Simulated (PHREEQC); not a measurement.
0.052 g of hydrous ferric oxide (600 m²/g; 0.2 weak and 0.005 strong sites per Fe, Dzombak-Morel constants, diffuse double layer) in 1 kg of water with 0.3 mol/kgw of an inert sodium salt and 0.037 mmol/kgw ZnCl2 and 0.00017 mmol/kgw Ag2SO4, at 25 °C; the pH is set by adding NaOH or the inert anion's acid. Oxygen is held at 0.21 atm. CO2 from the air is kept out. Nothing may precipitate in this run.

Computed with PHREEQC (ion-association model, wateq4f.dat).

```tsv
pH	Zn sorbed (%)	S sorbed (%)	Ag sorbed (%)
4	0.0	49.9	0.0
4.5	0.0	42.9	0.0
5	…	30.2	0.1
5.5	1.9	15.8	0.4
6	6.1	6.2	0.7
6.5	12.0	1.9	…
7	29.9	0.6	0.7
7.5	61.4	0.2	1.3
8	85.5	0.1	…
8.5	95.5	0.0	7.0
9	97.4	0.0	16.7
9.5	96.6	0.0	34.5
10	93.9	0.0	56.9
```

### Question
Some entries are withheld; supply them.

### Answer

- 5, Zn sorbed (%): 0.3
- 6.5, Ag sorbed (%): 0.6
- 8, Ag sorbed (%): 2.9
